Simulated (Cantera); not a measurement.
Input (Python, Cantera) and output of one run.

```python
import numpy as np
import cantera as ct

gas_names = """
    C CH CH2 CH3 CH2OH CH3O CH4 CH3OH CO CO2 COOH C2 C2H CHCO,ketyl C2H2,acetylene C2H2,vinylidene
    CH2CO,ketene C2H3,vinyl CH3CO,acetyl C2H4 C2H4O,ethylen CH3CHO,ethanal CH3COOH (HCOOH)2 C2H5 C2H6
    CH3OCH3 C2H5OH C2O C3 C3H3,propargyl C3H4,allene C3H4,propyne C3H4,cyclo- C3H5,allyl C3H6,propylene
    C3H6,cyclo- C3H6O C3H7,n-propyl C3H7,i-propyl C3H8 C3H8O,1propanol C3H8O,2propanol C3O2 C4 C4H2
    C4H4,1,3-cyclo- C4H6,butadiene C4H6,2-butyne C4H6,cyclo- C4H8,1-butene C4H8,cis2-buten
    C4H8,tr2-butene C4H8,isobutene C4H8,cyclo- (CH3COOH)2 C4H9,n-butyl C4H9,i-butyl C4H9,s-butyl
    C4H9,t-butyl C4H10,isobutane C4H10,n-butane C5 C5H6,1,3cyclo- C5H8,cyclo- C5H10,1-pentene
    C5H10,cyclo- C5H11,pentyl C5H11,t-pentyl C5H12,n-pentane C5H12,i-pentane CH3C(CH3)2CH3 C6H2
    C6H5,phenyl C6H5O,phenoxy C6H6 C6H5OH,phenol C6H10,cyclo- C6H12,1-hexene C6H12,cyclo- C6H13,n-hexyl
    C7H7,benzyl C7H8 C7H8O,cresol C7H14,1-heptene C7H15,n-heptyl C7H16,n-heptane C8H8,styrene
    C8H10,ethylbenz C8H16,1-octene C8H17,n-octyl C8H18,isooctane C8H18,n-octane C9H19,n-nonyl
    C10H8,naphthale C10H21,n-decyl C12H9,o-bipheny C12H10,bipheny Ca CaO CaOH CaO2H2 Ca2 H HCO HO2 H2
    HCHO,formaldehy HCOOH H2O H2O2 O OH O2 O3
""".split()
cond_names = """
    C(gr) C6H6(L) C7H8(L) C8H18(L),n-octa Ca(a) Ca(b) Ca(L) CaCO3(caL) CaO(s) CaO(L) CaO2H2(s) H2O(s)
    H2O(L)
""".split()


def load(file, names, dense=False):
    # The tables refer to 1 bar. Condensed volumes are neglected.
    table = {s.name: s for s in ct.Species.list_from_file(file)}
    out = []
    for n in names:
        d = dict(table[n].input_data)
        d["thermo"] = dict(d["thermo"], **{"reference-pressure": 1e5})
        if dense:
            d["equation-of-state"] = {"model": "constant-volume", "density": "1e6 g/cm^3"}
        out.append(ct.Species.from_dict(d))
    return out


gas = ct.Solution(thermo="ideal-gas", species=load("nasa_gas.yaml", gas_names))
cond = {s.name: ct.Solution(thermo="fixed-stoichiometry", species=[s], name=s.name)
        for s in load("nasa_condensed.yaml", cond_names, dense=True)}
atoms = {
    'Ca(OH)2': {'Ca': 1, 'O': 2, 'H': 2},
    'CO2': {'C': 1, 'O': 2},
    'H2': {'H': 2},
}
top_T = {'C(gr)': 4500}  # K; cautious upper limits of use, not melting points


def equilibrate(T, P, feed):
    n = {}
    for name, mol in feed.items():
        for a, k in atoms[name].items():
            n[a] = n.get(a, 0.0) + k * mol
    gas.TPX = T, P, n
    mass = sum(n.values()) * gas.mean_molecular_weight
    gas.equilibrate("TP")
    valid = [c for c in cond.values() if c.min_temp <= T <= top_T.get(c.name, c.max_temp)]
    mix = ct.Mixture([(gas, mass / gas.mean_molecular_weight)] + [(c, 0.0) for c in valid])
    mix.T, mix.P = T, P
    mix.equilibrate("TP", solver="vcs", rtol=1e-11, max_steps=5000)
    return mix


results = []
feed = {'Ca(OH)2': 1, 'CO2': 0.15, 'H2': 0.86}  # mol
T = 1900  # K
for P in [10, 52, 270, 1400, 7200, 37000, 190000, 1000000]:
    mix = equilibrate(T, P, feed)
    results.append((T, P, feed, dict(zip(mix.species_names, mix.species_moles))))

top = {s: max(r[3][s] / sum(r[3][g] for g in gas_names) for r in results) for s in gas_names}
cols = sorted((s for s in top if top[s] > 1e-05), key=lambda s: -top[s])[:6]
seen = [c for c in cond_names if any(r[3].get(c, 0) > 1e-12 for r in results)]
print("log10 of partial pressures in bar; condensed amounts in mol")
print(f"{'P/Pa':>10s}" + "".join(f"{s[:9]:>10s}" for s in cols + seen))
for T, P, feed, n in results:
    ng = sum(n[g] for g in gas_names)
    print(f"{P:10.4g}" + "".join(f"{np.log10(max(n[s] / ng * P / 1e5, 1e-99)):10.3f}" for s in cols)
          + "".join(f"{n.get(c, 0):10.4g}" for c in seen))
```

Result:

```
log10 of partial pressures in bar; condensed amounts in mol
      P/Pa       H2O        H2        CO         H       CO2        OH    CaO(s)
        10    -4.276    -4.464    -5.275    -5.332    -5.711    -6.230    0.9995
        52    -3.549    -3.728    -4.549    -4.965    -4.995    -5.871    0.9998
       270    -2.829    -3.004    -3.830    -4.603    -4.280    -5.513    0.9999
      1400    -2.113    -2.286    -3.113    -4.243    -3.565    -5.156    0.9999
      7200    -1.401    -1.573    -2.401    -3.887    -2.854    -4.800    0.9999
   3.7e+04    -0.690    -0.861    -1.690    -3.531    -2.143    -4.445    0.9999
   1.9e+05     0.021    -0.150    -0.980    -3.176    -1.432    -4.090    0.9999
     1e+06     0.742     0.571    -0.258    -2.815    -0.711    -3.729    0.9999
```

Cantera equilibrium calculation (NASA polynomials, part measured and part estimated; ideal gas, pure solids and liquids).
